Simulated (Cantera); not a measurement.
Input (Python, Cantera) and output of one run.

```python
import numpy as np
import cantera as ct

gas_names = """
    H HO2 H2 H2O H2O2 O OH O2 O3 Si SiH SiH2 SiH3 SiH4 SiO SiO2 Si2 Si3
""".split()
cond_names = """
    H2O(s) H2O(L) Si(cr) Si(L) SiO2(Lqz) SiO2(hqz) SiO2(L)
""".split()


def load(file, names, dense=False):
    # The tables refer to 1 bar. Condensed volumes are neglected.
    table = {s.name: s for s in ct.Species.list_from_file(file)}
    out = []
    for n in names:
        d = dict(table[n].input_data)
        d["thermo"] = dict(d["thermo"], **{"reference-pressure": 1e5})
        if dense:
            d["equation-of-state"] = {"model": "constant-volume", "density": "1e6 g/cm^3"}
        out.append(ct.Species.from_dict(d))
    return out


gas = ct.Solution(thermo="ideal-gas", species=load("nasa_gas.yaml", gas_names))
cond = {s.name: ct.Solution(thermo="fixed-stoichiometry", species=[s], name=s.name)
        for s in load("nasa_condensed.yaml", cond_names, dense=True)}
atoms = {
    'SiO2': {'Si': 1, 'O': 2},
    'H2': {'H': 2},
}
top_T = {}  # K; cautious upper limits of use, not melting points


def equilibrate(T, P, feed):
    n = {}
    for name, mol in feed.items():
        for a, k in atoms[name].items():
            n[a] = n.get(a, 0.0) + k * mol
    gas.TPX = T, P, n
    mass = sum(n.values()) * gas.mean_molecular_weight
    gas.equilibrate("TP")
    valid = [c for c in cond.values() if c.min_temp <= T <= top_T.get(c.name, c.max_temp)]
    mix = ct.Mixture([(gas, mass / gas.mean_molecular_weight)] + [(c, 0.0) for c in valid])
    mix.T, mix.P = T, P
    mix.equilibrate("TP", solver="vcs", rtol=1e-11, max_steps=5000)
    return mix


results = []
feed = {'SiO2': 1, 'H2': 0.072}  # mol
T = 1648  # K
P = 190000  # Pa
mix = equilibrate(T, P, feed)
results.append((T, P, feed, dict(zip(mix.species_names, mix.species_moles))))
x = sorted(zip(gas.X, gas.species_names), reverse=True)
print(f"T = {T:g} K  P = {P:g} Pa  gas = {mix.phase_moles(0):.4g} mol")
print("   x: " + "  ".join(f"{s} {v:.3e}" for v, s in x if v > 0.0001))
print("   condensed (mol): " + ("  ".join(f"{mix.phase(i).name} {mix.phase_moles(i):.4g}"
      for i in range(1, mix.n_phases) if mix.phase_moles(i) > 1e-12) or "none"))
```

It prints:

```
T = 1648 K  P = 190000 Pa  gas = 0.07202 mol
   x: H2 9.995e-01  H2O 2.095e-04  SiO 2.094e-04
   condensed (mol): SiO2(hqz) 1
```

Method: chemical equilibrium by Gibbs-energy minimisation in Cantera with the NASA 1993 tables (ideal gas, pure condensed phases). The tables hold silica as quartz up to 1696 K and as liquid above; real silica turns to tridymite and cristobalite and melts near 1996 K.
